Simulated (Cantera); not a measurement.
Adiabatic ignition

An adiabatic, constant-volume homogeneous reactor starts with 45.7 % H2, 10.9 % O2, 40.9 % N2, 2.42 % H2O, at 1700 K and 140000 Pa.

Model: GRI-Mech 3.0 (53 species, 325 reactions), integrated in Cantera.

```csv
t (s),T (K),P (bar),x H2,x O2,x H2O,x NO2,x HO2
2.00e-6,1700,1.40,0.457,0.109,0.0243,<1e-12,8.09e-6
5.52e-6,1802,1.48,0.334,0.0609,0.109,5.86e-12,3.80e-5
1.53e-5,2482,1.96,0.221,0.00260,0.220,8.69e-10,2.42e-6
4.21e-5,2912,2.23,0.242,0.00104,0.238,8.62e-9,1.44e-6
0.000116,2989,2.28,0.246,0.000794,0.241,3.66e-8,1.21e-6
0.000321,2986,2.27,0.247,0.000767,0.240,8.54e-8,1.17e-6
0.000887,2984,2.27,0.248,0.000754,0.240,1.10e-7,1.15e-6
0.00245,2984,2.27,0.248,0.000754,0.240,1.11e-7,1.15e-6
0.00676,2984,2.27,0.248,0.000754,0.240,1.11e-7,1.15e-6
0.0187,2984,2.27,0.248,0.000754,0.240,1.11e-7,1.15e-6
0.0516,2984,2.27,0.248,0.000754,0.240,1.11e-7,1.15e-6
0.142,2984,2.27,0.248,0.000754,0.240,1.11e-7,1.15e-6
0.393,2984,2.27,0.248,0.000754,0.240,1.11e-7,1.15e-6
1.09,2984,2.27,0.248,0.000754,0.240,1.11e-7,1.15e-6
3.00,2984,2.27,0.248,0.000754,0.240,1.11e-7,1.15e-6
```
x: mole fraction; the columns are a selection and need not sum to one.

| Quantity | Value |
|---|---|
| time of steepest temperature rise | 5.85 µs |
| temperature at 3.00 s | 2984 K |
| equilibrium temperature | 2984 K |
| x(H2) at 3.00 s | 0.248 (gas-phase equilibrium 0.248) |
| x(O2) at 3.00 s | 0.000754 (gas-phase equilibrium 0.000754) |
| x(H2O) at 3.00 s | 0.240 (gas-phase equilibrium 0.240) |
